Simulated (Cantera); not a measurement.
A perfectly stirred reactor is fed with CH4 : CO2 : H2 = 1 : 4.3 : 0.077 (molar parts), at 39000 Pa; it is held at 1400 K, and followed from long to short residence time.

Computed with Cantera and GRI-Mech 3.0 (53 species, 325 reactions).

x: mole fraction; the columns are a selection and need not sum to one.

```csv
τ (s),x CH4,x CO2,x H2,x CH2,x C2H6,x H2O
0.99,0.170,0.777,0.0208,3.82e-10,0.000222,0.0124
0.51,0.177,0.789,0.0183,3.65e-10,0.000233,0.00568
0.27,0.181,0.795,0.0164,3.45e-10,0.000229,0.00265
0.14,0.184,0.798,0.0152,3.07e-10,0.000204,0.00121
0.071,0.185,0.799,0.0146,2.48e-10,0.000159,0.000529
0.037,0.185,0.799,0.0144,1.82e-10,0.000107,0.000232
0.019,0.186,0.800,0.0144,1.22e-10,6.06e-5,9.72e-5
0.0099,0.186,0.800,0.0143,7.95e-11,3.02e-5,4.08e-5
0.0051,0.186,0.800,0.0143,4.92e-11,1.27e-5,1.66e-5
0.0027,0.186,0.800,0.0143,2.81e-11,…,…
0.0014,0.186,0.800,0.0143,1.27e-11,…,…
```

Q: Complete the blanks.

A: 
- 0.0027, x C2H6: 4.56e-6
- 0.0027, x H2O: 6.73e-6
- 0.0014, x C2H6: 1.19e-6
- 0.0014, x H2O: 2.42e-6
